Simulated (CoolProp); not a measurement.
Properties of R123 along the isotherm 319 K (Tc = 456.8 K, pc = 3.662 MPa, ω = 0.282).

The numbers come from the reference Helmholtz-energy equation of state, Younglove 1994 in CoolProp. It is a modified Benedict-Webb-Rubin equation, recast in Helmholtz form.

| p (MPa) | phase | Z | viscosity (µPa s) | conductivity (mW/(m K)) |
|---|---|---|---|---|
| 0.366 | liquid | 0.01497 | 331 | 70.9 |
| 0.732 | liquid | 0.02991 | 333 | 71.1 |
| 1.1 | liquid | 0.04490 | 335 | 71.3 |
| 1.46 | liquid | 0.05955 | 337 | 71.4 |
| 1.83 | liquid | 0.07457 | 339 | 71.6 |
| 2.2 | liquid | 0.08956 | 341 | 71.7 |
| 2.56 | liquid | 0.1041 | 342 | 71.9 |
| 2.93 | liquid | 0.1191 | 344 | 72.1 |
| 3.3 | liquid | 0.1340 | 346 | 72.2 |
| 3.66 | liquid | 0.1485 | 348 | 72.4 |
| 4.03 | liquid | 0.1633 | 350 | 72.5 |
| 4.39 | liquid | 0.1778 | 352 | 72.7 |
| 4.76 | liquid | 0.1926 | 354 | 72.9 |
| 5.13 | liquid | 0.2074 | 355 | 73.0 |
| 5.49 | liquid | 0.2218 | 357 | 73.2 |

Viscosity comes from a separate model (Tanaka 1996). Thermal conductivity comes from a separate model (Laesecke 1996).
